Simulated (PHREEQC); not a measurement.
Solution (25 °C): 0.26 mol FeSO4, 0.00025 mol NaHCO3 and 0.00016 mol NaCl per kg of water. Closed to the air; pH follows from the charge balance.

Computed with PHREEQC (ion-association model, phreeqc.dat).

```tsv
quantity	before	after
pH	6.35	5.81
ionic strength (mol/kgw)	0.515	0.515
FeSO4 (mol/kgw)	0.131	0.131
SO4-2 (mol/kgw)	0.129	0.129
Fe+2 (mol/kgw)	0.129	0.129
Na+ (mol/kgw)	0.000361	0.000141
SI of Melanterite (FeSO4:7H2O)	-0.89	-0.89
```

Problem. Name the change that produced these shifts.
A. NaCl from 0.00016 to 0.0008 mol/kgw
B. NaHCO3 left out
C. NaCl from 0.00016 to 0.00024 mol/kgw
D. NaHCO3 replaced by Na2SiO3 at the same molality
E. temperature from 25 to 50 °C

Solution. B, NaHCO3 left out

Precipitation was switched off in this run. Some of these states are supersaturated (in Siderite, for instance).
